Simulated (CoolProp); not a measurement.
Values from CoolProp's reference Helmholtz-energy equation of state, Lemmon 2016.

Give the vapour pressure (kPa), liquid density (kg/m³), vapour density (kg/m³), enthalpy of vaporisation (kJ/kg) of saturated R115 at -55.15, -47.75, -36.55 °C.


```
T (°C)  p (kPa)  liquid density (kg/m³)  vapour density (kg/m³)  enthalpy of vaporisation (kJ/kg)
------  -------  ----------------------  ----------------------  --------------------------------
-55.15     46.8                    1600                    4.08                               131
-47.75     68.0                    1580                    5.79                               129
-36.55      114                    1540                    9.39                               124
```
